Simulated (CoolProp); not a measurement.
Properties of n-perfluorohexane along the isobar 96.2 bar (Tc = 448.0 K, pc = 17.42 bar, ω = 0.497).

Computed with CoolProp (reference Helmholtz-energy equation of state, Gao 2022).

| T (K) | phase | Z | speed of sound (m/s) | Joule-Thomson coefficient (K/MPa) | expansivity (1/kK) |
|---|---|---|---|---|---|
| 329.7 | liquid | 0.7263 | 504.6 | -0.2663 | 1.614 |
| 341.4 | liquid | 0.7150 | 478.7 | -0.2461 | 1.670 |
| 353.1 | liquid | 0.7052 | 453.2 | -0.2236 | 1.733 |
| 364.8 | liquid | 0.6969 | 427.9 | -0.1986 | 1.805 |
| 376.5 | liquid | 0.6899 | 403.1 | -0.1706 | 1.884 |
| 388.2 | liquid | 0.6844 | 379.0 | -0.1391 | 1.973 |
| 399.9 | liquid | 0.6803 | 355.5 | -0.1038 | 2.069 |
| 411.6 | liquid | 0.6775 | 332.9 | -0.06419 | 2.174 |
| 423.3 | liquid | 0.6762 | 311.4 | -0.01980 | 2.287 |
| 435 | liquid | 0.6763 | 291.1 | 0.02976 | 2.407 |
